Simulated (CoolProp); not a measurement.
Vapour pressure (kPa) of R245ca: the reference equation beside estimates from Tc = 447.6 K, pc = 3941 kPa, ω = 0.355. Clausius-Clapeyron is anchored at 330.3 K with a constant enthalpy of vaporisation of 24.82 kJ/mol.

Values from CoolProp's reference Helmholtz-energy equation of state, Zhou 2016.

```
T (K)  reference  Lee-Kesler  Clausius-Clapeyron  van der Waals
-----  ---------  ----------  ------------------  -------------
313.4      174.8       174.8               185.0          791.3
316.8      196.1       196.3          (withheld)          835.8
320.1      218.7       219.0               225.8          880.6
323.5      243.9       244.5               249.1          928.4
326.9      271.4       272.2               274.2          977.8
330.3      301.2       302.2               301.2           1029
333.7      333.4       334.7               330.3     (withheld)
337.1      368.2       369.8               361.4     (withheld)
340.5      405.7       407.6               394.9           1192
343.9      446.1       448.3               430.6           1250
347.3      489.4       492.0               468.8           1310
```

Problem. What belongs in the gaps?

Solution. 
- 316.8, Clausius-Clapeyron: 204.9
- 333.7, van der Waals: 1082
- 337.1, van der Waals: 1136

Absolute difference from the reference over all 11 rows, mean and median: Lee-Kesler 0.3 and 0.3 %, Clausius-Clapeyron 2.7 and 2.7 %, van der Waals 249.0 and 241.6 %.
